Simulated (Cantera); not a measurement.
Input: 1 mol HMDSO, a varied amount of CO2, 16 mol N2, equilibrated at 1250 K and 0.113 Torr.

Cantera equilibrium calculation (NASA polynomials, part measured and part estimated; ideal gas, pure solids and liquids). Candidate condensed phases: C, C6H6, C7H8, C8H18, H2O, Si, SiC, SiO2, Si2N2O, Si3N4; 151 gas species. The feed counts by its element totals alone. N2 is the only nitrogen source here; it is nearly inert below about 1500 K, so the nitride shown seldom forms there in practice. Mutual solubility and eutectic melting of coexisting phases are not modelled. The tables hold silica as quartz up to 1696 K and as liquid above; real silica turns to tridymite and cristobalite and melts near 1996 K. The numbers say what is thermodynamically allowed, not how fast it happens.

x: gas mole fraction; n: condensed amount in mol.

```tsv
n(CO2) (mol)	x N2	x H2	x CO	x SiO	x HCN	x H	n C(graphite)	n Si2N2O(s)	n SiO2(β-quartz)
0.19	0.615	0.369	0.0156	4.46e-6	6.04e-5	2.40e-5	5.81	1.000	0
0.32	0.609	0.365	[?]	[?]	5.98e-5	2.39e-5	5.68	1.000	0
0.55	0.598	0.359	0.0438	7.60e-6	5.87e-5	2.36e-5	5.45	1.000	0
0.94	0.580	0.348	0.0726	9.93e-6	5.69e-5	2.33e-5	5.06	1.000	0
1.6	0.551	0.331	0.118	1.30e-5	5.42e-5	2.27e-5	4.40	1.000	0
2.7	0.510	0.306	0.184	1.68e-5	5.01e-5	2.18e-5	3.30	1.000	0
4.6	[?]	[?]	[?]	[?]	[?]	2.05e-5	[?]	1.000	0
7.8	0.406	0.234	0.359	0.000117	1.99e-6	1.91e-5	0	0.399	1.20
```

Task: Some entries are withheld; supply them.

Result: 
- 0.32, x CO: 0.0260
- 0.32, x SiO: 5.79e-6
- 4.6, x N2: 0.452
- 4.6, x H2: 0.271
- 4.6, x CO: 0.277
- 4.6, x SiO: 2.20e-5
- 4.6, x HCN: 4.44e-5
- 4.6, n C(graphite): 1.40
